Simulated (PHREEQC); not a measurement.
Make-up at 25 °C: 0.0083 mol HNO3, 0.21 mol ZnSO4 and 0.00054 mol MnSO4 per kg of water. Closed to the air; pH follows from the charge balance.

Equilibrium calculation in PHREEQC: ion-association model, phreeqc.dat.

Q: The ionic strength comes out as 0.413 mol/kgw. What activity coefficients do Zn+2, SO4-2, H+, NO3-, Mn+2 get?

A: Zn+2 0.23, SO4-2 0.22, H+ 0.77, NO3- 0.63, Mn+2 0.26.

Precipitation was switched off in this run.
